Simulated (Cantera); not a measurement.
**Low-pressure radical oxidation in H2/O2**

An isothermal, constant-pressure homogeneous reactor starts with 13.2 % H2, 77.5 % O2, 9.30 % N2, equivalence ratio 0.085, at 1425 K and 410 Pa.

Detailed kinetics in Cantera: the H2/O2 subset of GRI-Mech 3.0, which has no nitrogen chemistry. Radical loss at walls, strong at low pressure, is not modelled. The temperature is held fixed by assumption; the heat of reaction is taken as removed at once.

```json
[
 {"t (s)": "3.00e-5", "x H2": "0.132", "x O2": "0.775", "x H2O": "8.91e-10", "x O": "5.20e-9", "x H": "2.67e-8", "x HO2": "3.10e-8"},
 {"t (s)": "0.000169", "x H2": "0.132", "x O2": "0.775", "x H2O": "1.06e-7", "x O": "1.20e-7", "x H": "1.61e-7", "x HO2": "1.74e-7"},
 {"t (s)": "0.000949", "x H2": "0.132", "x O2": "0.775", "x H2O": "9.01e-5", "x O": "4.54e-5", "x H": "4.55e-5", "x HO2": "9.60e-7"},
 {"t (s)": "0.00533", "x H2": "0.00525", "x O2": "0.681", "x H2O": "0.104", "x O": "0.0719", "x H": "0.0310", "x HO2": "1.10e-6"},
 {"t (s)": "0.0300", "x H2": "0.00500", "x O2": "0.686", "x H2O": "0.107", "x O": "0.0675", "x H": "0.0283", "x HO2": "1.11e-6"},
 {"t (s)": "0.169", "x H2": "0.00373", "x O2": "0.708", "x H2O": "0.117", "x O": "0.0473", "x H": "0.0169", "x HO2": "1.10e-6"},
 {"t (s)": "0.949", "x H2": "0.000819", "x O2": "0.748", "x H2O": "0.136", "x O": "0.00951", "x H": "0.00154", "x HO2": "6.90e-7"},
 {"t (s)": "5.33", "x H2": "4.01e-5", "x O2": "0.758", "x H2O": "0.140", "x O": "0.000456", "x H": "1.63e-5", "x HO2": "1.05e-7"},
 {"t (s)": "30.0", "x H2": "3.06e-6", "x O2": "0.759", "x H2O": "0.141", "x O": "3.47e-5", "x H": "3.42e-7", "x HO2": "7.05e-8"}
]
```
x: mole fraction; the columns are a selection and need not sum to one.

Equilibrium at this temperature and pressure: H2 1.67e-6, O2 0.759, H2O 0.141, O 1.90e-5, H 1.39e-7, HO2 8.70e-8 (gas phase only).
